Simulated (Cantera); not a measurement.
A closed system holds: 1 mol Fe, 0.37 mol NH3, 1.1 mol N2, equilibrated at 702 °C and 7.50 bar.

Cantera equilibrium calculation (NASA polynomials, part measured and part estimated; ideal gas, pure solids and liquids). Candidate condensed phases: Fe; 10 gas species. Kinetics and transport are ignored.

Base state: N2 0.699, H2 0.301, NH3 0.000713 (mole fractions); condensed: Fe(α).

Question: What changes in the equilibrium state with this change: Fe replaced by Cu?

Answer: 
```csv
species,before,after
N2,0.699,0.699
H2,0.301,0.301
NH3,0.000713,0.000713
"Fe(α), mol",1.00,0
"Cu(s), mol",0,1.00
```
Further candidate phases: Cu.
